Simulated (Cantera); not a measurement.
Feed: 1 mol CsOH, 1.3 mol H2, 0.03 mol O2, at 1900 K and 100 Torr.

These are equilibrium values from Cantera (NASA tables, ideal gas, pure condensed phases), not measurements of a reactor. Candidate condensed phases: Cs, CsOH, H2O; 15 gas species. The numbers say what is thermodynamically allowed, not how fast it happens.

Base state: H2 0.376, H2O 0.234, Cs 0.211, CsOH 0.178, H 0.00133, OH 6.81e-5, Cs2 2.00e-5 (mole fractions); condensed: gas only.

Problem. What changes in the equilibrium state with this change: pressure from 100 Torr to 1 atm?

Solution. 
```csv
species,before,after
H2,0.376,0.422
CsOH,0.178,0.250
H2O,0.234,0.176
Cs,0.211,0.151
Cs2(OH)2,1.31e-6,1.96e-5
Cs2,2.00e-5,7.87e-5
OH,6.81e-5,1.75e-5
```

Problem. What changes in the equilibrium state with this change: pressure from 100 Torr to 1730 Torr?

Solution. 
```
species    before    after
--------  -------  -------
H2          0.376    0.439
CsOH        0.178    0.277
H2O         0.234    0.154
Cs          0.211    0.129
Cs2(OH)2  1.31e-6  5.44e-5
OH        6.81e-5  9.99e-6
```
